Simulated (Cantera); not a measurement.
## (CH3)2SiCl2 + CH4 + H2 (silicon carbide growth)

A closed system holds: 1 mol (CH3)2SiCl2, 0.011 mol CH4, 74 mol H2, held at 925 °C.

Cantera equilibrium calculation (NASA polynomials, part measured and part estimated; ideal gas, pure solids and liquids). Candidate condensed phases: C, C6H6, C7H8, C8H18, Si, SiC; 109 gas species. The feed counts by its element totals alone. Equilibrium is a limit: real reactors are often held back by kinetics, nucleation or transport.

| P (Pa) | log p H2 | log p HCl | log p CH4 | log p SiHCl3 | log p SiCl4 | log p H | log p SiCl2 | log p SiCl3 | n C(graphite) | n SiC(s) |
|---|---|---|---|---|---|---|---|---|---|---|
| 100 | -3.01 | -4.59 | -7.82 | -10.87 | -10.88 | -8.23 | -8.58 | -10.20 | 1.01 | 1.000 |
| 220 | -2.67 | -4.25 | -7.13 | -10.18 | -10.19 | -8.06 | -8.24 | -9.69 | 1.01 | 1.000 |
| 460 | -2.35 | -3.93 | -6.49 | -9.54 | -9.55 | -7.90 | -7.92 | -9.21 | 1.01 | 1.000 |
| 1000 | -2.01 | -3.59 | -5.82 | -8.87 | -8.88 | -7.73 | -7.58 | -8.70 | 0.999 | 1.000 |
| 2200 | -1.67 | -3.25 | -5.13 | -8.18 | -8.19 | -7.56 | -7.24 | -8.19 | 0.985 | 1.000 |
| 4600 | -1.35 | -2.93 | -4.49 | -7.54 | -7.55 | -7.40 | -6.91 | -7.71 | 0.957 | 1.000 |
| 10000 | -1.01 | -2.59 | -3.82 | -6.86 | -6.87 | -7.23 | -6.58 | -7.20 | 0.893 | 1.000 |
| 22000 | -0.67 | -2.25 | -3.14 | -6.18 | -6.18 | -7.06 | -6.23 | -6.68 | 0.753 | 0.999 |
| 46000 | -0.35 | -1.93 | -2.50 | -5.53 | -5.54 | -6.90 | -5.91 | -6.20 | 0.477 | 0.999 |
| 100000 | -0.02 | -1.59 | -1.88 | -4.80 | -4.80 | -6.73 | -5.51 | -5.63 | 0 | 0.997 |
log p: log10 of the partial pressure in bar; n: condensed amount in mol.

From 0.750 Torr to 345 Torr the condensed part is C(graphite) + SiC(s). At 750 Torr the condensed part is SiC(s). The main Si-bearing gas is SiCl2 at 0.750 Torr and SiHCl3 at 750 Torr.
